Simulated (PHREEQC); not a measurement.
Leach liquor: speciation

Consider water at 25 °C with 0.036 mol HCl, 0.0017 mol LiCl and 0.0013 mol Fe2(SO4)3 per kg of water. Closed to the air; pH follows from the charge balance.

Equilibrium calculation in PHREEQC: ion-association model, phreeqc.dat.

Each row changes one thing in this solution. This is a speciation only: nothing precipitates in the calculation.

```
case                                        pH  ionic strength (mol/kgw)  HSO4- (mol/kgw)  FeSO4+ (mol/kgw)  SO4-2 (mol/kgw)  Fe+3 (mol/kgw)  SI of Goethite (FeOOH)  SI of Hematite (Fe2O3)
----------------------------------------  ----  ------------------------  ---------------  ----------------  ---------------  --------------  ----------------------  ----------------------
as made                                   1.53                    0.0447          0.00158           0.00117         0.000960        0.000765                   +1.88                   +5.76
LiCl from 0.0017 to 0.0085 mol/kgw        1.53                    0.0516          0.00159           0.00111          0.00100        0.000765                   +1.86                   +5.73
0.0014 mol/kgw NH3 added                  1.55                    0.0447          0.00155           0.00118         0.000978        0.000758                   +1.93                   +5.86
Fe2(SO4)3 from 0.0013 to 0.00065 mol/kgw  1.52                    0.0418         0.000916          0.000431         0.000535        0.000487                   +1.66                   +5.33
HCl left out                              3.02                    0.0103         0.000157           0.00136          0.00228        0.000168                   +5.92                  +13.85
diluted 100-fold with water               3.42                  0.000507          1.30e-6           2.82e-7          3.74e-5         9.27e-7                   +5.11                  +12.24
temperature from 25 to 50 °C              1.54                    0.0440          0.00203           0.00100         0.000701        0.000580                   +2.57                   +7.26
HCl from 0.036 to 0.0072 mol/kgw          2.21                    0.0155         0.000599           0.00175          0.00144        0.000419                   +3.83                   +9.68
```

Some of these states are supersaturated (in Hematite (slow to form), Goethite (slow to form), for instance). Away from 25 °C the constants follow the database's enthalpies or fits; those with neither stay at their 25 °C values.
